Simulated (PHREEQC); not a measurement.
Consider water at 25 °C with 18.8 mmol/kgw ZnSO4. Closed to the air; pH follows from the charge balance.

The numbers come from PHREEQC with the ion-association model, phreeqc.dat.

Question: The ionic strength comes out as 0.0464 mol/kgw. What activity coefficients do Zn+2, Zn(SO4)2-2, SO4-2, ZnOH+, HSO4- get?

Answer: Zn+2 0.47, Zn(SO4)2-2 0.46, SO4-2 0.47, ZnOH+ 0.83, HSO4- 0.83.

This is a speciation only: nothing precipitates in the calculation. Species that the database lacks are ignored.
